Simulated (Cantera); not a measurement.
Cantera run, input and output.

```python
import numpy as np
import cantera as ct

gas = ct.Solution("h2o2.yaml")
gas.TPX = 300, 11000, {'H2': 0.78, 'O2': 0.227, 'N2': 0.855}
flame = ct.FreeFlame(gas, width=0.19)
flame.set_refine_criteria(ratio=3, slope=0.08, curve=0.16)
flame.transport_model = "mixture-averaged"
flame.solve(loglevel=0, auto=True)
z, T = flame.grid, flame.T
thick = (T[-1] - T[0]) / np.gradient(T, z).max()
show = ['H2', 'O2', 'OH', 'H', 'H2O', 'O']
print(f"laminar burning velocity  {flame.velocity[0] * 100:.3f} cm/s")
print(f"burnt temperature         {T[-1]:.1f} K")
print(f"thermal thickness         {thick * 1e3:.4f} mm")
print(f"grid points               {len(z)}")
z0 = z[flame.heat_release_rate.argmax()]
print(f"{'z/mm':>9s}{'T/K':>9s}{'u/(m/s)':>9s}" + "".join(f"{s:>11s}" for s in show))
rows = []
for k in (-3, -2, -1.5, -1, -0.5, -0.25, 0, 0.25, 0.5, 1, 2, 4, 8):
    zz = z0 + k * thick
    rows.append([k * thick, np.interp(zz, z, T), np.interp(zz, z, flame.velocity),
                 *(np.interp(zz, z, flame.X[gas.species_index(s)]) for s in show)])
    print(f"{rows[-1][0] * 1e3:9.3f}{rows[-1][1]:9.1f}{rows[-1][2]:9.3f}" + "".join(f"{x:11.3e}" for x in rows[-1][3:]))
```

It prints:

```
laminar burning velocity  238.104 cm/s
burnt temperature         2131.9 K
thermal thickness         6.3690 mm
grid points               146
     z/mm      T/K  u/(m/s)         H2         O2         OH          H        H2O          O
  -19.107    300.0    2.381  4.189e-01  1.219e-01  3.075e-20  8.833e-21  5.499e-17  2.230e-17
  -12.738    300.0    2.381  4.189e-01  1.219e-01  3.321e-18  9.768e-19  8.688e-15  2.347e-15
   -9.553    300.0    2.381  4.189e-01  1.219e-01  1.600e-16  5.070e-17  4.921e-13  8.905e-14
   -6.369    300.0    2.381  4.189e-01  1.219e-01  7.619e-13  4.071e-13  3.063e-10  2.309e-11
   -3.184    304.7    2.414  4.178e-01  1.221e-01  5.415e-06  4.958e-06  4.841e-05  4.859e-07
   -1.592    571.8    4.425  3.836e-01  1.161e-01  6.383e-04  8.970e-03  1.916e-02  1.209e-04
    0.000   1014.7    7.617  2.562e-01  7.350e-02  1.448e-03  6.792e-02  1.137e-01  3.642e-03
    1.592   1272.2    9.482  1.508e-01  1.233e-02  3.085e-03  1.115e-01  2.296e-01  4.144e-03
    3.184   1368.8   10.149  1.396e-01  2.961e-03  3.560e-03  1.104e-01  2.493e-01  2.770e-03
    6.369   1471.1   10.832  1.464e-01  2.046e-03  4.335e-03  9.760e-02  2.522e-01  2.539e-03
   12.738   1589.3   11.602  1.556e-01  1.658e-03  5.056e-03  8.155e-02  2.548e-01  2.212e-03
   25.476   1713.1   12.389  1.647e-01  1.194e-03  5.411e-03  6.468e-02  2.584e-01  1.694e-03
   50.952   1831.7   13.123  1.732e-01  7.490e-04  5.205e-03  4.849e-02  2.626e-01  1.118e-03
```

Model: the H2/O2 subset of GRI-Mech 3.0, which has no nitrogen chemistry, integrated in Cantera. Burning velocities carry a grid error of a few per cent, more on coarse grids.
